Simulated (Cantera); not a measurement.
Input (Python, Cantera):

```python
import numpy as np
import cantera as ct

gas = ct.Solution("gri30.yaml")
gas.TPX = 1550, 500000, {'CH4': 1, 'O2': 5, 'N2': 18.8}
reactor = ct.IdealGasReactor(gas, energy="on", clone=False)
net = ct.ReactorNet([reactor])
net.rtol, net.atol = 1e-08, 1e-16
show = ['CH4', 'O2', 'CH2CO', 'O', 'H', 'C2H6', 'HCN']
times = np.geomspace(2e-06, 0.3, 16)

steps = ct.SolutionArray(gas, extra=["t"])
rows = []
print(f"{'t/s':>10s}{'T/K':>9s}{'P/Pa':>11s}" + "".join(f"{s:>11s}" for s in show))
for t in times:
    while net.time < t:
        t_next = net.step()
        steps.append(gas.state, t=t_next)
    rows.append([np.interp(t, steps.t, y) for y in (steps.T, steps.P, *steps(*show).X.T)])
    print(f"{t:10.3e}{rows[-1][0]:9.1f}{rows[-1][1]:11.4g}" + "".join(f"{x:11.3e}" for x in rows[-1][2:]))
rate = np.gradient(steps.T, steps.t)
print("integrator steps:", len(steps.t))
if steps.T.max() > steps.T[0] + 200:
    print(f"time of steepest temperature rise: {steps.t[rate.argmax()]:.4e} s")
gas.TPX = 1550, 500000, {'CH4': 1, 'O2': 5, 'N2': 18.8}
gas.equilibrate("UV")
print(f"equilibrium (UV): T = {gas.T:.1f} K  " + "  ".join(f"{s} {gas[s].X[0]:.3e}" for s in show))
```

Result:

```
       t/s      T/K       P/Pa        CH4         O2      CH2CO          O          H       C2H6        HCN
 2.000e-06   1550.0      5e+05  4.032e-02  2.016e-01  2.730e-17  1.452e-08  1.204e-08  1.391e-10  5.357e-18
 4.427e-06   1550.0      5e+05  4.032e-02  2.016e-01  1.673e-15  2.162e-08  1.487e-08  1.828e-09  2.944e-17
 9.799e-06   1550.0      5e+05  4.031e-02  2.016e-01  1.203e-13  4.157e-08  2.286e-08  2.688e-08  1.738e-16
 2.169e-05   1550.0      5e+05  4.028e-02  2.016e-01  1.367e-11  1.123e-07  5.296e-08  5.199e-07  1.280e-15
 4.801e-05   1550.5  5.002e+05  4.009e-02  2.015e-01  3.417e-09  4.509e-07  2.398e-07  1.514e-05  1.773e-14
 1.063e-04   1563.7  5.046e+05  3.784e-02  1.999e-01  1.826e-06  2.986e-06  2.854e-06  3.467e-04  1.393e-12
 2.352e-04   2545.8  8.248e+05  8.916e-19  1.185e-01  4.452e-20  2.181e-03  2.571e-04  1.541e-34  2.278e-12
 5.206e-04   2542.6  8.237e+05  5.976e-19  1.178e-01  5.339e-21  2.143e-03  2.524e-04  2.682e-35  2.490e-12
 1.152e-03   2536.4  8.216e+05  5.575e-19  1.165e-01  4.848e-21  2.071e-03  2.435e-04  2.367e-35  2.823e-12
 2.551e-03   2526.3  8.182e+05  4.973e-19  1.144e-01  4.128e-21  1.960e-03  2.297e-04  1.926e-35  3.180e-12
 5.646e-03   2515.4  8.145e+05  4.377e-19  1.121e-01  3.445e-21  1.844e-03  2.155e-04  1.530e-35  3.380e-12
 1.250e-02   2509.8  8.126e+05  4.095e-19  1.109e-01  3.133e-21  1.786e-03  2.084e-04  1.356e-35  3.424e-12
 2.766e-02   2509.0  8.124e+05  4.060e-19  1.108e-01  3.095e-21  1.779e-03  2.076e-04  1.335e-35  3.427e-12
 6.123e-02   2509.0  8.124e+05  4.060e-19  1.107e-01  3.095e-21  1.779e-03  2.076e-04  1.335e-35  3.427e-12
 1.355e-01   2509.0  8.124e+05  4.060e-19  1.107e-01  3.095e-21  1.779e-03  2.076e-04  1.335e-35  3.427e-12
 3.000e-01   2509.0  8.124e+05  4.060e-19  1.107e-01  3.095e-21  1.779e-03  2.076e-04  1.335e-35  3.427e-12
integrator steps: 1691
time of steepest temperature rise: 1.5018e-04 s
equilibrium (UV): T = 2509.0 K  CH4 6.049e-19  O2 1.107e-01  CH2CO 4.401e-21  O 1.779e-03  H 2.076e-04  C2H6 2.443e-35  HCN 3.427e-12
```

Computed with Cantera and GRI-Mech 3.0 (53 species, 325 reactions).
